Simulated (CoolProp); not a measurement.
R124 along the isotherm 318.4 K: fugacity coefficient from the reference equation and from simpler models built on Tc = 395.4 K, pc = 3.624 MPa, ω = 0.288; each cubic takes its own stable root.

Computed with CoolProp (reference Helmholtz-energy equation of state, de Vries 1995).

```json
[
 {"p (MPa)": "0.647", "phase": "gas", "reference": "0.8702", "van der Waals": "…", "Soave-Redlich-Kwong": "0.8793"},
 {"p (MPa)": "1.29", "phase": "liquid", "reference": "…", "van der Waals": "0.8229", "Soave-Redlich-Kwong": "0.4792"},
 {"p (MPa)": "1.94", "phase": "liquid", "reference": "0.3201", "van der Waals": "…", "Soave-Redlich-Kwong": "0.3280"},
 {"p (MPa)": "2.59", "phase": "liquid", "reference": "0.2461", "van der Waals": "0.4789", "Soave-Redlich-Kwong": "0.2528"},
 {"p (MPa)": "3.24", "phase": "liquid", "reference": "0.2018", "van der Waals": "0.3993", "Soave-Redlich-Kwong": "0.2080"},
 {"p (MPa)": "3.88", "phase": "liquid", "reference": "0.1729", "van der Waals": "0.3473", "Soave-Redlich-Kwong": "0.1786"},
 {"p (MPa)": "4.53", "phase": "liquid", "reference": "0.1519", "van der Waals": "0.3099", "Soave-Redlich-Kwong": "0.1573"},
 {"p (MPa)": "5.18", "phase": "liquid", "reference": "0.1363", "van der Waals": "…", "Soave-Redlich-Kwong": "0.1415"},
 {"p (MPa)": "5.83", "phase": "liquid", "reference": "0.1242", "van der Waals": "0.2611", "Soave-Redlich-Kwong": "0.1293"},
 {"p (MPa)": "6.47", "phase": "liquid", "reference": "…", "van der Waals": "…", "Soave-Redlich-Kwong": "0.1197"},
 {"p (MPa)": "7.12", "phase": "liquid", "reference": "0.1070", "van der Waals": "0.2314", "Soave-Redlich-Kwong": "0.1119"},
 {"p (MPa)": "7.77", "phase": "liquid", "reference": "0.1005", "van der Waals": "0.2206", "Soave-Redlich-Kwong": "0.1054"},
 {"p (MPa)": "8.41", "phase": "liquid", "reference": "0.09522", "van der Waals": "0.2118", "Soave-Redlich-Kwong": "…"},
 {"p (MPa)": "9.06", "phase": "liquid", "reference": "0.09064", "van der Waals": "0.2044", "Soave-Redlich-Kwong": "…"}
]
```

Problem. What belongs in the gaps?

Solution. 
- 0.647, van der Waals: 0.9117
- 1.29, reference: 0.4690
- 1.94, van der Waals: 0.6128
- 5.18, van der Waals: 0.2823
- 6.47, reference: 0.1148
- 6.47, van der Waals: 0.2447
- 8.41, Soave-Redlich-Kwong: 0.1000
- 9.06, Soave-Redlich-Kwong: 0.09541

At some of these states van der Waals gives the other phase, because its saturation line lies elsewhere.
